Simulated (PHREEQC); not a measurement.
A solution holds 3.9 mmol/kgw H2SO4, 9.3 mmol/kgw Al2(SO4)3 and 62 mmol/kgw MgSO4, at 25 °C. Closed to the air; pH follows from the charge balance.

All values are PHREEQC results (ion-association model, wateq4f.dat), not measurements.

No solid was allowed to form.

Problem. Order these S species by the share of S that they hold, largest first: MgSO4, HSO4-, SO4-2, AlSO4+, Al(SO4)2-.

Solution. SO4-2 (40 %), MgSO4 (33 %), AlSO4+ (13 %), Al(SO4)2- (9.9 %), HSO4- (4.6 %)

The pH is 2.55 and the ionic strength 0.157 mol/kgw.
